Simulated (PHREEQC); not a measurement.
Consider water at 25 °C with 0.021 mol/kgw HF, 0.21 mol/kgw K2HPO4 and 0.00046 mol/kgw NaCl. Closed to the air; pH follows from the charge balance.

All values are PHREEQC results (ion-association model, wateq4f.dat), not measurements.

Precipitation was switched off in this run.

Question: Order these Na species by the share of Na that they hold, largest first: NaHPO4-, Na+, NaF.

Answer: Na+ (93 %), NaHPO4- (6.4 %), NaF (0.44 %)

The pH is 7.58 and the ionic strength 0.561 mol/kgw. Complexes and solids missing from the database can't appear. H3PO4, which wateq4f.dat lacks, is added to it with the constant of phreeqc.dat.
